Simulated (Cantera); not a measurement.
An adiabatic, constant-volume homogeneous reactor starts with H₂ : O₂ : N₂ : H₂O = 1 : 1.32 : 14.5 : 3.2 (molar parts), at 1773 K and 1.01 bar.

Detailed kinetics in Cantera: GRI-Mech 3.0 (53 species, 325 reactions).

**Question.** Predict: time of steepest temperature rise; temperature at 1.00 s; equilibrium temperature; x(H₂) at 1.00 s; x(O₂) at 1.00 s; x(H₂O) at 1.00 s; x(NO) at 1.00 s; x(HO₂) at 1.00 s; x(O) at 1.00 s.

**Answer.** 
| Quantity | Result |
|---|---|
| time of steepest temperature rise | 23.4 µs |
| temperature at 1.00 s | 2136 K |
| equilibrium temperature | 2135 K |
| x(H₂) at 1.00 s | 0.000747 (gas-phase equilibrium 0.000744) |
| x(O₂) at 1.00 s | 0.0392 (gas-phase equilibrium 0.0390) |
| x(H₂O) at 1.00 s | 0.212 (gas-phase equilibrium 0.212) |
| x(NO) at 1.00 s | 0.00410 (gas-phase equilibrium 0.00455) |
| x(HO₂) at 1.00 s | 2.05e-6 (gas-phase equilibrium 2.03e-6) |
| x(O) at 1.00 s | 0.000325 (gas-phase equilibrium 0.000322) |
